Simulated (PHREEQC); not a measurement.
PHREEQC input (ion-association model, wateq4f.dat):

```
SOLUTION_MASTER_SPECIES
  An  An-  0  An  62.0  # stands for a non-complexing anion
SOLUTION_SPECIES
  An- = An-
    -log_k 0
    -gamma 3.0 0
PHASES
  Fix_H+
    H+ = H+
    -log_k 0
SOLUTION 1
  temp 25
  units mmol/kgw
  pH 7 charge
  As(5) 0.25
  Na 5.5
  An 5
END
SELECTED_OUTPUT 1
  -reset false
  -pH true
  -pe true
  -ionic_strength true
  -water true
  -totals As Na As(3) As(5)
  -molalities Hfo_wOH Hfo_wOH2+ Hfo_wO- Hfo_sOH Hfo_sOH2+ Hfo_sO- Hfo_wH2AsO4 Hfo_wHAsO4- Hfo_wOHAsO4-3
USER_PUNCH 1
  -headings sigma psi
  10 PUNCH EDL("sigma", "Hfo"), EDL("psi", "Hfo")
PRINT
  -reset false
USE solution 1
SURFACE 1
  Hfo_wOH 0.00155056 600 0.69
  Hfo_sOH 3.8764e-05
EQUILIBRIUM_PHASES 1
  Fix_H+ -4 HAn 10
    -force_equality true
  O2(g) -0.68 10
END
# ... the last block is repeated for the other 16 points of pH, with NaOH or the acid as the point needs
```

Selected output (columns that matter, 10 of 17 rows; pH added in front):

```
pH	mu	As	Na	m_Hfo_wOH	m_Hfo_wOH2+	m_Hfo_wO-	m_Hfo_sOH	m_Hfo_sOH2+	m_Hfo_sO-	m_Hfo_wH2AsO4	m_Hfo_wHAsO4-	m_Hfo_wOHAsO4-3	sigma	psi
4	0.0059068	1.449e-10	0.0055	0.00042715	0.0008686	4.8121e-06	1.2731e-05	2.5889e-05	1.4343e-07	1.6903e-05	0.00020405	2.9051e-05	0.13946	0.17639
5	0.0056384	3.9626e-10	0.0055	0.00062602	0.00066095	1.3583e-05	1.8659e-05	1.97e-05	4.0486e-07	6.8438e-06	0.00015912	8.4038e-05	0.059535	0.13407
6	0.0055452	2.3293e-09	0.0055	0.00070893	0.00057148	2.0147e-05	2.113e-05	1.7033e-05	6.0049e-07	4.2344e-06	0.00012894	0.00011682	0.020595	0.081849
6.5	0.0055238	7.4006e-09	0.0055	0.00072856	0.00054989	2.2113e-05	2.1715e-05	1.639e-05	6.591e-07	3.7238e-06	0.00012111	0.00012516	0.010936	0.053961
7.5	0.005499	1.8036e-07	0.0055	0.00075176	0.00052428	2.4694e-05	2.2404e-05	1.5624e-05	7.3592e-07	3.1702e-06	0.00011158	0.00013506	-0.00053608	-0.0031641
8.5	0.0054828	9.7005e-06	0.0055	0.00079168	0.00048923	2.9349e-05	2.3422e-05	1.4474e-05	8.6828e-07	2.3567e-06	9.3616e-05	0.00014433	-0.012379	-0.059213
9.5	0.0055346	0.00010003	0.0055	0.0010009	0.00033018	6.9506e-05	2.7702e-05	9.1385e-06	1.9237e-06	3.1377e-07	2.3348e-05	0.00012631	-0.031323	-0.10224
10	0.0056697	0.00015066	0.0056043	0.0011042	0.00022005	0.00012694	2.9495e-05	5.8778e-06	3.3907e-06	5.0934e-08	6.274e-06	9.3011e-05	-0.044216	-0.11887
11	0.0071319	0.00022273	0.0069892	0.0010788	7.1472e-05	0.00037302	2.7452e-05	1.8188e-06	9.4924e-06	5.4472e-10	2.0182e-07	2.7069e-05	-0.091047	-0.14974
12	0.018297	0.000247	0.018122	0.0006127	9.2918e-06	0.00092554	1.5347e-05	2.3274e-07	2.3183e-05	7.2255e-13	1.1695e-09	2.9926e-06	-0.221	-0.17101
```

Complexes and solids missing from the database can't appear.
